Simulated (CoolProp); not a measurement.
Values from CoolProp's reference Helmholtz-energy equation of state, Thol 2016.

### Question
Give the vapour pressure (MPa), vapour density (kg/m³), surface tension (mN/m) of saturated hexamethyldisiloxane (MM) at 397.5, 400.8, 424 K.

### Answer
```csv
T (K),p (MPa),vapour density (kg/m³),surface tension (mN/m)
397.5,0.193,10.5,7.20
400.8,0.209,11.4,6.95
424,0.357,19.4,5.26
```

Surface tension comes from a separate correlation (Mulero 2014), older than this fluid's equation and unchecked against measurements.
